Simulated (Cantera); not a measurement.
## Thermodynamics of aluminium and copper etching, feed Cu + F₂

A closed system holds: 1 mol Cu, a varied amount of F₂, equilibrated at 1275 K and 0.0345 Torr.

These are equilibrium values from Cantera (NASA tables, ideal gas, pure condensed phases), not measurements of a reactor. Candidate condensed phases: Cu, CuF₂; 6 gas species. The numbers say what is thermodynamically allowed, not how fast it happens.

```
n(F₂) (mol)     x CuF       x F   x CuF₂      x Cu      x F₂     x Cu₂  n Cu(s)
-----------  --------  --------  -------  --------  --------  --------  -------
0.49            0.991   7.52e-6  0.00734   0.00188    <1e-12   1.21e-7   0.0253
0.66            0.680  0.000477    0.319   2.04e-5  1.49e-11  1.41e-11        0
0.9             0.203   0.00396    0.793   7.32e-7   1.03e-9    <1e-12        0
1.2           0.00251     0.287    0.710  1.25e-10   5.40e-6    <1e-12        0
1.6          0.000843     0.546    0.453  2.21e-11   1.95e-5    <1e-12        0
2.2          0.000422     0.706    0.294  8.55e-12   3.26e-5    <1e-12        0
3            0.000253     0.800    0.200  4.53e-12   4.18e-5    <1e-12        0
4            0.000169     0.857    0.143  2.82e-12   4.80e-5    <1e-12        0
5.4          0.000115     0.898    0.102  1.83e-12   5.27e-5    <1e-12        0
7.2           8.18e-5     0.925   0.0745  1.26e-12   5.60e-5    <1e-12        0
```
x: gas mole fraction; n: condensed amount in mol.

At 0.49 mol F₂ the condensed part is Cu(s). From 0.66 mol F₂ to 7.2 mol F₂ nothing is condensed. The main Cu-bearing gas is CuF at 0.49 mol F₂ and CuF₂ at 7.2 mol F₂.
